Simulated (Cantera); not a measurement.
Input: 1 mol Al(CH3)3, 0.52 mol H2O, 130 mol N2, held at 1625 °C and 22.0 mbar.

Method: chemical equilibrium by Gibbs-energy minimisation in Cantera with the NASA 1993 tables (ideal gas, pure condensed phases). The feed counts by its element totals alone. Kinetics and transport are ignored.

| species | before | after |
|---|---|---|
| N2 | 0.957 | 0.959 |
| H2 | 0.0357 | 0.0371 |
| CO | 0.00384 | 0.00385 |
| HCN | 0.00178 | 0.000136 |
| Al | 0.000838 | 3.09e-9 |
| H | 0.000996 | 1.20e-5 |
| C2H2 (acetylene) | 1.34e-5 | 1.76e-7 |
| HNC | 8.35e-5 | 1.93e-6 |
| AlN(s), mol | 0.885 | 1.00 |
| C(graphite), mol | 2.22 | 2.46 |
Gas species are given as mole fractions.

Q: Which change was made?
A) temperature from 1625 °C to 327 °C
B) temperature from 1625 °C to 1175 °C
C) temperature from 1625 °C to 702 °C
D) H2O from 0.52 to 16 mol

A: B, temperature from 1625 °C to 1175 °C
